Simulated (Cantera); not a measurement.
Input (Python, Cantera):

```python
import numpy as np
import cantera as ct

surf = ct.Interface("diamond.yaml", "diamond_100")
gas, bulk = surf.adjacent["gas"], surf.adjacent["diamond"]
k = surf.kinetics_species_index(bulk.species_names[0])
cover = ["c6HH", "c6H*", "c6*H", "c6**", "c6HM", "c6B"]

rows, drift = [], 0.0
print(f"{'T':>10s}{'um/h':>11s}" + "".join(f"{s:>11s}" for s in cover))
for v in [925, 1000, 1075, 1150, 1225, 1300, 1375]:
    T, P, xH, xCH3 = v, 5100, 0.00079, 0.00068
    gas.TPX = T, P, {"H": xH, "CH3": xCH3, "CH4": 0.0075, "H2": 1 - xH - xCH3 - 0.0075}
    surf.TP = bulk.TP = T, P
    surf.coverages = "c6H*:0.1, c6HH:0.9"
    surf.advance_coverages(100.0)
    before = surf.coverages
    surf.advance_coverages(100.0)
    drift = max(drift, np.max(np.abs(surf.coverages - before) / (surf.coverages + 1e-9)))
    rate = surf.net_production_rates[k] * bulk.mean_molecular_weight / bulk.density * 3.6e9
    rows.append([rate, *surf[cover].coverages])
    print(f"{v:10.4g}{rate:11.4e}" + "".join(f"{x:11.3e}" for x in rows[-1][1:]))
```

It prints:

```
         T       um/h       c6HH       c6H*       c6*H       c6**       c6HM        c6B
       925 6.4719e+00  3.870e-01  6.922e-03  1.780e-01  2.455e-03  3.344e-01  1.756e-08
      1000 9.1634e+00  4.122e-01  1.220e-02  2.498e-01  4.989e-03  2.339e-01  2.487e-08
      1075 8.1341e+00  4.572e-01  2.074e-02  3.487e-01  9.438e-03  1.094e-01  2.207e-08
      1150 4.4555e+00  4.725e-01  3.043e-02  4.314e-01  1.486e-02  2.889e-02  1.209e-08
      1225 2.8478e+00  4.546e-01  3.857e-02  4.706e-01  1.951e-02  6.025e-03  7.728e-09
      1300 2.5096e+00  4.360e-01  4.553e-02  4.865e-01  2.330e-02  1.259e-03  6.810e-09
      1375 1.7763e+00  4.266e-01  5.170e-02  4.908e-01  2.649e-02  2.726e-04  4.820e-09
```

Model: the Harris–Goodwin 1993 mechanism for the reconstructed diamond (100) surface, integrated in Cantera.
